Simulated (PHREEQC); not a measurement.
0.2 mol of Cu3(PO4)2:3H2O (Cu3(PO4)2:3H2O) is brought to equilibrium with 1 kg of water, at 25 °C under several pressures of CO2. Oxygen is held at 0.21 atm. Solids allowed: Cu3(PO4)2:3H2O, Cu(OH)2, Malachite. Others were left out.

All values are PHREEQC results (ion-association model, wateq4f.dat), not measurements.

Task: Predict pH, dissolved Cu (mol/kgw), dissolved P (mol/kgw) at log pCO2 (atm) = -3, -2.5, -2, -0.5.

Result: 
```tsv
log pCO2 (atm)	pH	dissolved Cu (mol/kgw)	dissolved P (mol/kgw)
-3	6.06	8.22e-5	0.000131
-2.5	5.86	0.000119	0.000189
-2	5.65	0.000179	0.000274
-0.5	5.01	0.000756	0.000851
```

H3PO4, which wateq4f.dat lacks, is added to it with the constant of phreeqc.dat. The database has no phosphate complexes of Cu. The database's constant for dissolved Cu(OH)2 is higher than later reviews accept.
